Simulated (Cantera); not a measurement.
Input: 1 mol Si, 8.4 mol HCl, at 1548 K and 2.70 Torr.

Equilibrium computed with Cantera from the NASA thermochemical tables; the gas is ideal and each condensed phase is pure. Candidate condensed phases: Si; 19 gas species. The tables' values for SiCl₃ are old estimates; treat these amounts as uncertain. Rates play no part.

Base state: HCl 0.734, H₂ 0.143, SiCl₂ 0.0902, SiCl₃ 0.0194, SiCl₄ 0.0117, Cl 0.000795, SiHCl₃ 0.000278, H 0.000194 (mole fractions); condensed: gas only.

What changes in the equilibrium state with this change: temperature from 1548 K to 1648.15 K?


```json
[
 {"species": "HCl", "before": "0.734", "after": "0.745"},
 {"species": "H₂", "before": "0.143", "after": "0.132"},
 {"species": "SiCl₂", "before": "0.0902", "after": "0.103"},
 {"species": "SiCl₄", "before": "0.0117", "after": "0.00380"},
 {"species": "SiCl₃", "before": "0.0194", "after": "0.0133"},
 {"species": "SiCl", "before": "3.63e-6", "after": "1.40e-5"},
 {"species": "Cl", "before": "0.000795", "after": "0.00240"},
 {"species": "H", "before": "0.000194", "after": "0.000539"},
 {"species": "SiHCl₃", "before": "0.000278", "after": "0.000112"}
]
```
The tables' values for SiCl₃, SiCl are old estimates; treat these amounts as uncertain.
